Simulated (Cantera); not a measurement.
A Cantera script and what it prints.

```python
import numpy as np
import cantera as ct

gas_names = """
    CL F2 MgCL2
""".split()
cond_names = """
    MgF2(s) MgF2(L)
""".split()


# ... load() reads the species with a 1 bar reference pressure and builds the phases ...
species = {s.name: s for s in load("nasa_gas.yaml", gas_names) + load("nasa_condensed.yaml", cond_names)}
# Each term lists the table entries of one substance; the one whose range holds T is used.
reactions = {
    'MgF2 + 2 Cl(g) = F2(g) + MgCl2(g)':
        [(-1, ['MgF2(s)', 'MgF2(L)']), (-2, ['CL']), (1, ['F2']), (1, ['MgCL2'])],
}


def pick(names, T):
    return next(species[n] for n in names if species[n].thermo.min_temp <= T <= species[n].thermo.max_temp)


results = []
for label, terms in reactions.items():
    print(label)
    print("     T/K   dH/kJ  dS/(J/K)   dG/kJ   log10 K")
    for T in [1925, 1975, 2025, 2075, 2125, 2175, 2225, 2275, 2325]:
        used = [(nu, pick(names, T)) for nu, names in terms]
        dH = sum(nu * s.thermo.h(T) for nu, s in used) / 1e6
        dS = sum(nu * s.thermo.s(T) for nu, s in used) / 1e3
        dG = dH - T * dS / 1e3
        logK = -dG * 1e6 / (ct.gas_constant * T * np.log(10))
        results.append((label, T, dH, dS, dG, logK, [s.name for _, s in used]))
        print(f"{T:8g} {dH:8.1f} {dS:8.1f} {dG:8.1f} {logK:8.2f}")
```

Output:

```
MgF2 + 2 Cl(g) = F2(g) + MgCl2(g)
     T/K   dH/kJ  dS/(J/K)   dG/kJ   log10 K
    1925    385.0      6.1    373.3   -10.13
    1975    383.2      5.1    373.1    -9.87
    2025    381.4      4.2    372.8    -9.62
    2075    379.5      3.3    372.6    -9.38
    2125    377.7      2.5    372.5    -9.16
    2175    375.9      1.6    372.4    -8.94
    2225    374.1      0.8    372.3    -8.74
    2275    372.3     -0.0    372.3    -8.55
    2325    370.5     -0.8    372.3    -8.36
```

Cantera with NASA thermochemical tables; ideal gases at 1 bar, condensed phases pure. Condensed species are held in their standard states even where they would react or evaporate.
